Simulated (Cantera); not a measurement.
A perfectly stirred reactor is fed with CH4 : N2 = 1 : 22 (molar parts), at 10.00 Torr; it is held at 1375 K, and followed from long to short residence time.

Cantera simulation using GRI-Mech 3.0 (53 species, 325 reactions); the numbers are that mechanism's predictions, not measurements. GRI-Mech 3.0 stops at C3 and has no aromatics, soot or wall deposition, so with more carbon than oxygen in the feed, carbon stays in small species such as C2H2 where larger ones or solid carbon would form. Radical loss at walls, strong at low pressure, is not modelled.

Question: What does this change do: temperature 1375 to 1650 K?

Answer: 
```
quantity                  before     after
----------------------  --------  --------
x(CH4) at τ = 21.0 s      0.0389   0.00342
x(H2) at τ = 21.0 s      0.00624    0.0574
x(CH3) at τ = 21.0 s     5.30e-5  0.000123
x(C2H) at τ = 21.0 s    1.09e-10   1.50e-7
x(C2H4) at τ = 21.0 s   0.000356   2.15e-5
x(CH4) at τ = 0.100 s     0.0435    0.0405
x(H2) at τ = 0.100 s     1.28e-6   0.00327
x(CH3) at τ = 0.100 s    2.45e-6  0.000462
x(C2H) at τ = 0.100 s     <1e-12   2.93e-9
x(C2H4) at τ = 0.100 s   2.02e-8  0.000600
```

Question: What does this change do: temperature 1375 to 1600 K?

Answer: 
```
quantity                  before     after
----------------------  --------  --------
x(CH4) at τ = 21.0 s      0.0389   0.00576
x(H2) at τ = 21.0 s      0.00624    0.0540
x(CH3) at τ = 21.0 s     5.30e-5  0.000125
x(C2H) at τ = 21.0 s    1.09e-10   6.55e-8
x(C2H4) at τ = 21.0 s   0.000356   4.05e-5
x(CH4) at τ = 0.100 s     0.0435    0.0426
x(H2) at τ = 0.100 s     1.28e-6  0.000792
x(CH3) at τ = 0.100 s    2.45e-6  0.000236
x(C2H) at τ = 0.100 s     <1e-12  2.76e-10
x(C2H4) at τ = 0.100 s   2.02e-8  0.000197
```
